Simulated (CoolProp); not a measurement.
Methane along the isotherm 200.5 K: density (kg/m³) from the reference equation and from simpler models built on Tc = 190.6 K, pc = 4.599 MPa, ω = 0.011; each cubic takes its own stable root.

Model: reference Helmholtz-energy equation of state, Setzmann 1991, in CoolProp.

```
p (MPa)          phase  reference  ideal gas  van der Waals  Redlich-Kwong  Soave-Redlich-Kwong  Peng-Robinson
-------  -------------  ---------  ---------  -------------  -------------  -------------------  -------------
0.821              gas      8.343      7.901          8.305          8.353                8.353          8.410
1.64               gas      17.74      15.78          17.57          17.78                17.77          18.03
2.46               gas      28.63      23.67          28.22          28.71                28.70          29.35
3.29               gas      41.93      31.66          41.12          42.03                42.02          43.36
4.11               gas      58.85      39.55          57.56          58.89                58.87          61.38
4.93     supercritical      83.56      47.44          82.86          83.17                83.10          87.71
5.75     supercritical      132.1      55.33          138.8          127.1                126.8          135.4
6.57     supercritical      199.8      63.23          168.6          176.1                175.8          190.3
7.39     supercritical      228.0      71.12          182.7          201.4                201.2          219.7
8.21     supercritical      243.7      79.01          192.3          217.7                217.5          238.6
9.03     supercritical      254.7      86.90          199.6          230.0                229.8          252.8
9.86     supercritical      263.3      94.89          205.6          240.0                239.8          264.3
10.7     supercritical      270.4      103.0          210.8          248.5                248.3          274.1
11.5     supercritical      276.2      110.7          215.1          255.5                255.4          282.2
```
